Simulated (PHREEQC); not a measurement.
Solution (85 °C): 150 mmol/kgw NiSO4 and 25 mmol/kgw NaHCO3. Closed to the air; pH follows from the charge balance.

Computed with PHREEQC (ion-association model, wateq4f.dat).

Each row changes one thing in this solution. No solid was allowed to form.

```
case                                   pH  ionic strength (mol/kgw)
-----------------------------------  ----  ------------------------
as made                              5.71                     0.296
NaHCO3 left out                      5.51                     0.288
NaHCO3 from 0.025 to 0.0275 mol/kgw  5.71                     0.297
NiSO4 from 0.15 to 0.165 mol/kgw      [?]                       [?]
NiSO4 left out                       7.80                    0.0244
```

Problem. Complete the blanks.

Solution. 
- NiSO4 from 0.15 to 0.165 mol/kgw, pH: 5.69
- NiSO4 from 0.15 to 0.165 mol/kgw, ionic strength (mol/kgw): 0.320

At this temperature some constants are extrapolated from 25 °C, and those without enthalpy data are left unchanged.
